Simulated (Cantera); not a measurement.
Charge: 1 mol C2F6, 0.87 mol F2, 0.84 mol HCl, equilibrated at 898 K and 1.00 bar.

Method: chemical equilibrium by Gibbs-energy minimisation in Cantera with the NASA 1993 tables (ideal gas, pure condensed phases). Candidate condensed phases: C, C6H6, C7H8, C8H18; 118 gas species. The feed counts by its element totals alone. Condensed phases not in the tables: fluorocarbon polymer. Gases not in the tables: C2F6 and larger saturated fluorocarbons. Kinetics and transport are ignored.

Base state: CF4 0.653, HCl 0.225, HF 0.0742, Cl2 0.0247, CClF3 0.0222, CCl2F2 0.00112, CCl3F 6.07e-5, CCl4 1.43e-5 (mole fractions); condensed: C(graphite).

Question: What changes in the equilibrium state with this change: C2F6 replaced by c-C4F8?

Answer: 
```csv
species,before,after
CF4,0.653,0.702
HCl,0.225,0.187
HF,0.0742,0.0672
Cl2,0.0247,0.0215
CClF3,0.0222,0.0219
CCl4,1.43e-5,1.08e-5
CCl3F,6.07e-5,5.02e-5
CCl2F2,0.00112,0.00101
"C(graphite), mol",0.0997,1.60
```
